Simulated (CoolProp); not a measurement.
Properties of normal hydrogen along the isotherm -247.35 °C (Tc = -240.0 °C, pc = 1296 kPa, ω = -0.219).

The numbers come from the reference Helmholtz-energy equation of state, Leachman 2009 in CoolProp.

```tsv
p (kPa)	phase	cp (kJ/(kg K))	speed of sound (m/s)	expansivity (1/kK)	viscosity (µPa s)	Prandtl number
40.5	gas	10.58	417.5	40.72	1.31	0.672
81	gas	10.90	413.7	42.93	1.31	0.676
122	gas	11.26	409.7	45.48	1.31	0.683
162	gas	11.68	405.5	48.36	1.31	0.692
203	gas	12.20	401.0	51.81	1.31	0.706
243	gas	12.80	396.3	55.82	1.32	0.723
284	gas	13.57	391.1	60.84	1.32	0.747
324	gas	14.52	385.5	66.98	1.32	0.778
365	gas	15.79	379.2	75.18	1.33	0.822
405	liquid	14.17	934.3	29.25	8.95	1.25
446	liquid	14.08	938.4	28.87	8.99	1.24
486	liquid	13.99	942.4	28.51	9.03	1.24
527	liquid	13.91	946.4	28.15	9.07	1.24
567	liquid	13.83	950.2	27.81	9.12	1.23
608	liquid	13.75	954.0	27.48	9.16	1.23
648	liquid	13.67	957.7	27.16	9.20	1.23
```

Viscosity comes from a separate model (Muzny 2013). Thermal conductivity comes from a separate model (Assael 2011).
